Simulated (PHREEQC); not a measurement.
Make-up at 25 °C: 83 mmol/kgw NaH2PO4 and 1.3 mmol/kgw Na2B4O7. Closed to the air; pH follows from the charge balance.

Equilibrium calculation in PHREEQC: ion-association model, wateq4f.dat.

Each row changes one thing in this solution. No solid was allowed to form.

| case | pH | ionic strength (mol/kgw) | H2PO4- (mol/kgw) | NaHPO4- (mol/kgw) | H3PO4 (mol/kgw) | H2BO3- (mol/kgw) |
|---|---|---|---|---|---|---|
| as made | 5.39 | 0.0879 | 0.0803 | 0.000161 | 3.77e-5 | 9.89e-7 |
| temperature from 25 to 70 °C | ___ | 0.0880 | 0.0802 | 0.000151 | 7.62e-5 | 1.60e-6 |
| temperature from 25 to 35 °C | ___ | 0.0879 | 0.0803 | 0.000159 | 4.48e-5 | 1.11e-6 |
| temperature from 25 to 50 °C | ___ | 0.0880 | 0.0803 | 0.000156 | 5.70e-5 | 1.31e-6 |
| temperature from 25 to 60 °C | ___ | 0.0880 | 0.0803 | 0.000153 | 6.62e-5 | 1.45e-6 |
| NaH2PO4 from 0.083 to 0.166 mol/kgw | ___ | 0.171 | 0.163 | 0.000259 | 0.000168 | 4.63e-7 |

Task: What belongs in the gaps?

Result: 
- temperature from 25 to 70 °C, pH: 5.28
- temperature from 25 to 35 °C, pH: 5.36
- temperature from 25 to 50 °C, pH: 5.32
- temperature from 25 to 60 °C, pH: 5.30
- NaH2PO4 from 0.083 to 0.166 mol/kgw, pH: 5.02

H3PO4, which wateq4f.dat lacks, is added to it with the constant of phreeqc.dat. Constants without temperature data keep their 25 °C values here.
